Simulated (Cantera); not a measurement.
# Ignition delay

Mixture: 13.1 % H2, 12.6 % O2, 74.3 % N2, equivalence ratio 0.52, at 20.0 bar, adiabatic and at constant volume. Ignition delay is the time to a rise of 400 K.

Model: GRI-Mech 3.0 (53 species, 325 reactions), integrated in Cantera. The hydrogen kinetics of GRI-Mech 3.0 are dated; newer H2 mechanisms differ, most at raised pressure. The pressure lies above the range GRI-Mech 3.0 was tuned for (to about 10 atm).

```
T0 (K)  delay (ms)
------  ----------
1200         0.181
1275        0.0365
1350       0.00541
1425       0.00212
1500       0.00130
```
